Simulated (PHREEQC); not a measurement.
A solution holds 0.014 mol/kgw HF and 0.0058 mol/kgw NH4HF2, at 65 °C. Closed to the air; pH follows from the charge balance.

Computed with PHREEQC (ion-association model, phreeqc.dat).

```tsv
quantity	before	after
pH	3.01	2.79
ionic strength (mol/kgw)	0.00686	0.00287
HF (mol/kgw)	0.0182	0.0133
F- (mol/kgw)	0.00635	0.00271
HF2- (mol/kgw)	0.000509	0.000158
NH3 (mol/kgw)	3.66e-8	4.58e-9
```

Q: Which change was made?
A. NH4HF2 from 0.0058 to 0.0087 mol/kgw
B. HF left out
C. NH4HF2 from 0.0058 to 0.00116 mol/kgw
D. NH4HF2 replaced by NH4F at the same molality
E. HF replaced by NaHF2 at the same molality

A: C, NH4HF2 from 0.0058 to 0.00116 mol/kgw

No solid was allowed to form. Away from 25 °C the constants follow the database's enthalpies or fits; those with neither stay at their 25 °C values.
